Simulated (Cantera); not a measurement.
A closed system holds: 1 mol C₂H₆, 0.74 mol O₂, 0.98 mol H₂, at 4.30 bar.

These are equilibrium values from Cantera (NASA tables, ideal gas, pure condensed phases), not measurements of a reactor. Candidate condensed phases: C, C₆H₆, C₇H₈, C₈H₁₈, H₂O; 110 gas species. Equilibrium is a limit: real reactors are often held back by kinetics, nucleation or transport.

Problem. At 2125 K, list the 7 most abundant gas species with their mole fractions, and the condensed phases.

Solution. H₂ 0.725, CO 0.271, H 0.00149, C₂H₂ (acetylene) 0.00122, CH₄ 0.000704, H₂O 6.21e-5, CH₃ 2.81e-5. Condensed: C(graphite).
